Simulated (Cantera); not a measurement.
Gas mixture: 86.1 % CO, 13.9 % CH₄, at 0.00217 atm, frozen composition.

Cantera's kinetic-theory transport with the Lennard-Jones parameters of GRI-Mech 3.0, ideal gas; thermal conductivity in the mixture-averaged form. The composition is frozen, though it would react at the higher temperatures.

D: mixture-averaged diffusion coefficient of that species in the mixture.

```
T (K)  ρ (kg/m³)  cp (J/kg/K)  μ (µPa s)  λ (mW/m/K)     Pr  D (cm²/s) CH₃  D (cm²/s) CH₄  D (cm²/s) H₂
-----  ---------  -----------  ---------  ----------  -----  -------------  -------------  ------------
400      0.00174         1174       21.0        33.9  0.728            172            170           ___
550      0.00127         1245       26.3        45.1  0.726            299            296           ___
700     0.000996         1327       31.0        56.4  0.730            451            446           ___
850     0.000820         1405       35.3        67.4  0.735            626            618           ___
1000    0.000697         1472       39.2        78.0  0.740            822            812           ___
1150    0.000606         1528       43.0        88.4  0.744           1040           1030           ___
1300    0.000536         1576       46.6        98.3  0.746           1270           1260           ___
1450    0.000481         1616       50.0         108  0.748           1530           1510           ___
```

Task: Complete the blanks.

Result: 
- 400, D (cm²/s) H₂: 576
- 550, D (cm²/s) H₂: 983
- 700, D (cm²/s) H₂: 1470
- 850, D (cm²/s) H₂: 2030
- 1000, D (cm²/s) H₂: 2660
- 1150, D (cm²/s) H₂: 3350
- 1300, D (cm²/s) H₂: 4100
- 1450, D (cm²/s) H₂: 4920
